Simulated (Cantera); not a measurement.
**CH3SiH3 + C2H2 + H2 (silicon carbide growth)**

Charge: 1 mol CH3SiH3, 0.1 mol C2H2, 57 mol H2, at 750 Torr.

Equilibrium computed with Cantera from the NASA thermochemical tables; the gas is ideal and each condensed phase is pure. Candidate condensed phases: C, C6H6, C7H8, C8H18, Si, SiC; 87 gas species. The feed counts by its element totals alone. Gases not in the tables: Si2H6 and higher silanes. Equilibrium is a limit: real reactors are often held back by kinetics, nucleation or transport.

From 1475 °C to 1825 °C the condensed part is C(graphite) + SiC(s). From 1875 °C to 2075 °C the condensed part is SiC(s). The main Si-bearing gas is SiH2 at 1475 °C and Si at 2075 °C.

```tsv
T (°C)	x H2	x H	x C2H2 (acetylene)	x CH4	n C(graphite)	n SiC(s)
1475	0.999	0.000228	0.000113	0.000917	0.131	1.000
1525	0.999	0.000352	0.000172	0.000773	0.132	1.000
1575	0.999	0.000530	0.000257	0.000657	0.129	1.000
1625	0.998	0.000781	0.000376	0.000563	0.120	1.000
1675	0.998	0.00113	0.000538	0.000487	0.105	1.000
1725	0.997	0.00160	0.000756	0.000424	0.0826	0.999
1775	0.996	0.00224	0.00104	0.000372	0.0512	0.999
1825	0.995	0.00307	0.00142	0.000328	0.00892	0.998
1875	0.994	0.00416	0.00154	0.000262	0	0.996
1925	0.993	0.00555	0.00159	0.000207	0	0.993
1975	0.991	0.00731	0.00166	0.000166	0	0.986
2025	0.988	0.00952	0.00176	0.000135	0	0.974
2075	0.985	0.0123	0.00192	0.000113	0	0.953
```
x: gas mole fraction; n: condensed amount in mol.
